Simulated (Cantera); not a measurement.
Input (Python, Cantera):

```python
import numpy as np
import cantera as ct

gas = ct.Solution("gri30.yaml")
gas.TPX = 1625, 100000, {'CH4': 1, 'CO': 0.034, 'O2': 2.08, 'N2': 18}
reactor = ct.IdealGasConstPressureReactor(gas, energy="on", clone=False)
net = ct.ReactorNet([reactor])
net.rtol, net.atol = 1e-08, 1e-16
show = ['CH4', 'CO', 'O2', 'H2', 'HO2', 'HCO', 'OH']
times = np.geomspace(6e-06, 4, 13)

steps = ct.SolutionArray(gas, extra=["t"])
rows = []
print(f"{'t/s':>10s}{'T/K':>9s}{'P/Pa':>11s}" + "".join(f"{s:>11s}" for s in show))
for t in times:
    while net.time < t:
        t_next = net.step()
        steps.append(gas.state, t=t_next)
    rows.append([np.interp(t, steps.t, y) for y in (steps.T, steps.P, *steps(*show).X.T)])
    print(f"{t:10.3e}{rows[-1][0]:9.1f}{rows[-1][1]:11.4g}" + "".join(f"{x:11.3e}" for x in rows[-1][2:]))
rate = np.gradient(steps.T, steps.t)
print("integrator steps:", len(steps.t))
if steps.T.max() > steps.T[0] + 200:
    print(f"time of steepest temperature rise: {steps.t[rate.argmax()]:.4e} s")
gas.TPX = 1625, 100000, {'CH4': 1, 'CO': 0.034, 'O2': 2.08, 'N2': 18}
gas.equilibrate("HP")
print(f"equilibrium (HP): T = {gas.T:.1f} K  " + "  ".join(f"{s} {gas[s].X[0]:.3e}" for s in show))
```

Result:

```
       t/s      T/K       P/Pa        CH4         CO         O2         H2        HO2        HCO         OH
 6.000e-06   1625.0      1e+05  4.736e-02  1.610e-03  9.851e-02  4.939e-07  4.398e-07  1.306e-12  6.255e-08
 1.834e-05   1625.0      1e+05  4.735e-02  1.610e-03  9.851e-02  1.700e-06  1.245e-06  1.240e-11  9.390e-08
 5.608e-05   1624.9      1e+05  4.732e-02  1.610e-03  9.850e-02  6.463e-06  2.926e-06  1.841e-10  2.114e-07
 1.714e-04   1624.9      1e+05  4.713e-02  1.613e-03  9.841e-02  3.976e-05  4.574e-06  5.382e-09  7.857e-07
 5.241e-04   1639.3      1e+05  4.265e-02  2.532e-03  9.572e-02  1.544e-03  3.419e-05  7.336e-07  1.369e-05
 1.602e-03   2396.0      1e+05  4.564e-17  1.554e-02  1.170e-02  6.516e-03  1.343e-06  6.730e-09  7.053e-03
 4.899e-03   2462.2      1e+05  4.102e-17  1.186e-02  9.040e-03  4.562e-03  1.134e-06  2.609e-09  5.471e-03
 1.498e-02   2459.7      1e+05  4.396e-17  1.190e-02  8.392e-03  4.596e-03  1.064e-06  2.574e-09  5.282e-03
 4.579e-02   2456.1      1e+05  4.708e-17  1.203e-02  7.835e-03  4.671e-03  1.000e-06  2.594e-09  5.132e-03
 1.400e-01   2455.6      1e+05  4.751e-17  1.205e-02  7.763e-03  4.681e-03  9.922e-07  2.597e-09  5.112e-03
 4.280e-01   2455.6      1e+05  4.751e-17  1.205e-02  7.763e-03  4.681e-03  9.922e-07  2.597e-09  5.112e-03
 1.308e+00   2455.6      1e+05  4.751e-17  1.205e-02  7.763e-03  4.681e-03  9.922e-07  2.597e-09  5.112e-03
 4.000e+00   2455.6      1e+05  4.751e-17  1.205e-02  7.763e-03  4.681e-03  9.922e-07  2.597e-09  5.112e-03
integrator steps: 1804
time of steepest temperature rise: 7.0887e-04 s
equilibrium (HP): T = 2455.6 K  CH4 6.233e-17  CO 1.205e-02  O2 7.763e-03  H2 4.681e-03  HO2 9.922e-07  HCO 2.597e-09  OH 5.112e-03
```

Model: GRI-Mech 3.0 (53 species, 325 reactions), integrated in Cantera.
